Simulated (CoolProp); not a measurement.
The numbers come from the reference Helmholtz-energy equation of state, Span 1996 in CoolProp.

**Question.** For carbon dioxide, give the phase and the speed of sound (m/s) at 497.2 K and 808 kPa.

**Answer.** 
- 497.2 K and 808 kPa: gas; speed of sound 339
